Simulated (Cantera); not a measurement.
# Ignition delay

Mixture: 2.63 % CH₄, 1.55 % H₂, 13.1 % O₂, 82.7 % N₂, equivalence ratio 0.46, at 760 Torr, adiabatic and at constant volume. Ignition delay is the time to a rise of 400 K.

Model: GRI-Mech 3.0 (53 species, 325 reactions), integrated in Cantera.

```csv
T0 (K),delay (ms)
1248,1.25
1298,0.845
1348,0.591
1398,0.426
1448,0.316
1498,0.239
```

| Property | Value |
|---|---|
| apparent activation energy between 1398 and 1498 K | 100 kJ/mol |
